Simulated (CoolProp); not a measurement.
Vapour-liquid equilibrium of R22 (1) + n-hexane (2) at 292.6 K; x and y are mole fractions of (1).

Model: multi-fluid Helmholtz-energy mixture model, Kamei 1995 and Thol 2019; pair parameters Bell 2016, in CoolProp.

| x | bubble pressure (MPa) | y at the bubble point | dew pressure at overall composition x (MPa) | liquid density (mol/L) |
|---|---|---|---|---|
| 0.05 | 0.07994 | 0.806 | 0.01659 | 7.854 |
| 0.15 | 0.2021 | 0.927 | 0.01854 | 8.272 |
| 0.25 | 0.3111 | 0.955 | 0.02101 | 8.726 |
| 0.35 | 0.4050 | 0.967 | 0.02423 | 9.220 |
| 0.45 | 0.4852 | 0.975 | 0.02860 | 9.761 |
| 0.55 | 0.5556 | 0.980 | 0.03490 | 10.35 |
| 0.65 | 0.6214 | 0.984 | 0.04474 | 11.01 |
| 0.75 | 0.6880 | 0.988 | 0.06231 | 11.74 |
| 0.85 | 0.7613 | 0.992 | 0.1025 | 12.56 |
| 0.95 | 0.8469 | 0.997 | 0.2857 | 13.50 |

No azeotrope shows between x = 0.05 and 0.95.

Pair parameters are fitted to limited data, so mixtures are less certain than the pure fluids. The gap from Raoult's law changes sign with composition, which may be real or a fault of the pair parameters; it wasn't checked against measurements.
